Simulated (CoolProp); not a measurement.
A simple Rankine cycle with ethanol: condensing at 320.15 K, boiler at 0.468 MPa, turbine inlet 546.2 K, turbine efficiency 0.85, pump efficiency 0.8, no recuperator. Each further row changes one setting.

Values from CoolProp's reference Helmholtz-energy equation of state, Schroeder 2014.

| case | thermal efficiency (%) | net work (kJ/kg) | heat in (kJ/kg) | turbine exit temperature (K) | volume ratio over the turbine |
|---|---|---|---|---|---|
| as stated | 16.2 | 213 | 1310 | 439.0 | 15.0 |
| turbine inlet 566.2 K | 16.3 | 222 | 1360 | 458.1 | 15.1 |
| condensing temperature 312.15 K | 17.9 | 238 | 1330 | 425.3 | 21.8 |
| boiler pressure 0.328 MPa | 14.5 | 190 | 1310 | 452.0 | 10.8 |
| turbine efficiency 0.75 | 14.3 | 187 | 1310 | 452.1 | 15.5 |
